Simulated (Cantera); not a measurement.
Charge: 1 mol HBr, 8.4 mol H2, 8.4 mol N2, equilibrated at 10.0 mbar.

These are equilibrium values from Cantera (NASA tables, ideal gas, pure condensed phases), not measurements of a reactor. Candidate condensed phases: Br2; 23 gas species. Ions and electrons are included (thermal ionisation). Kinetics and transport are ignored.

At 3500 K, list the 6 most abundant gas species with their mole fractions, and the condensed phases.

H 0.638, N2 0.312, Br 0.0370, H2 0.0117, N 0.00124, HBr 0.000173. Condensed: gas only.
